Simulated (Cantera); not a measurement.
Input: 1 mol ZrO2, 53 mol H2, at 1573.15 K and 1.00 Torr.

These are equilibrium values from Cantera (NASA tables, ideal gas, pure condensed phases), not measurements of a reactor. Kinetics and transport are ignored.

```
species                 before    after
---------------------  -------  -------
H2                       0.999    0.997
H                      0.00111  0.00263
ZrO2(tetragonal), mol     1.00     1.00
```
Gas species are given as mole fractions.

Problem. Which change was made?
A) pressure from 1.00 Torr to 4580 Torr
B) temperature from 1573.15 K to 2000 K
C) pressure from 1.00 Torr to 0.180 Torr
D) pressure from 1.00 Torr to 29.3 Torr

Solution. C, pressure from 1.00 Torr to 0.180 Torr
